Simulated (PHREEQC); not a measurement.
Solution (19 °C): 0.29 mol NH3, 0.014 mol Na2SiO3 and 0.044 mol NaHSO4 per kg of water. Closed to the air; pH follows from the charge balance.

Model: ion-association model, phreeqc.dat, run in PHREEQC.

Precipitation was switched off in this run.

Problem. Order these Si species by the share of Si that they hold, largest first: H4SiO4, H3SiO4-, H2SiO4-2.

Solution. H3SiO4- (87 %), H4SiO4 (13 %), H2SiO4-2 (0.33 %)

The pH is 10.61 and the ionic strength 0.129 mol/kgw. The solution is supersaturated, for example in Quartz (slow to form), Chalcedony (slow to form), so a real one may precipitate; this is no full list. Complexes and solids missing from the database can't appear.
